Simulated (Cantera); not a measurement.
A perfectly stirred reactor is fed with NH₃ : N₂ = 1 : 0.35 (molar parts), at 0.380 bar; it is held at 2050 K, and followed from long to short residence time.

Computed with Cantera and the gas-phase N/H chemistry of the illustrative SiF4/NH3 mechanism in the Surface Chemkin manual (1991). Walls and surfaces, which speed up NH3 decomposition in real reactors, are not modelled.

Question: What does this change do: temperature 2050 to 1725 K?

Answer: 
| quantity | before | after |
|---|---|---|
| x(NH₃) at τ = 0.480 s | 0.0609 | 0.590 |
| x(N) at τ = 0.480 s | 1.23e-6 | 3.56e-8 |
| x(NH) at τ = 0.480 s | 1.02e-5 | 1.25e-6 |
| x(H₂) at τ = 0.480 s | 0.585 | 0.130 |
| x(N₂H₄) at τ = 0.480 s | 7.23e-9 | 9.45e-8 |
| x(NH₃) at τ = 49.0 ms | 0.336 | 0.722 |
| x(N) at τ = 49.0 ms | 1.06e-6 | 9.18e-9 |
| x(NH) at τ = 49.0 ms | 1.70e-5 | 9.74e-7 |
| x(H₂) at τ = 49.0 ms | 0.348 | 0.0163 |
| x(N₂H₄) at τ = 49.0 ms | 7.31e-8 | 1.34e-7 |

Question: What does this change do: N2 0.35 to 2.2 parts?

Answer: 
```json
[
 {"quantity": "x(NH₃) at τ = 0.480 s", "before": "0.0609", "after": "0.0322"},
 {"quantity": "x(N) at τ = 0.480 s", "before": "1.23e-6", "after": "1.26e-6"},
 {"quantity": "x(NH) at τ = 0.480 s", "before": "1.02e-5", "after": "8.43e-6"},
 {"quantity": "x(H₂) at τ = 0.480 s", "before": "0.585", "after": "0.320"},
 {"quantity": "x(N₂H₄) at τ = 0.480 s", "before": "7.23e-9", "after": "3.17e-9"},
 {"quantity": "x(NH₃) at τ = 49.0 ms", "before": "0.336", "after": "0.161"},
 {"quantity": "x(N) at τ = 49.0 ms", "before": "1.06e-6", "after": "1.12e-6"},
 {"quantity": "x(NH) at τ = 49.0 ms", "before": "1.70e-5", "after": "1.40e-5"},
 {"quantity": "x(H₂) at τ = 49.0 ms", "before": "0.348", "after": "0.173"},
 {"quantity": "x(N₂H₄) at τ = 49.0 ms", "before": "7.31e-8", "after": "2.97e-8"}
]
```
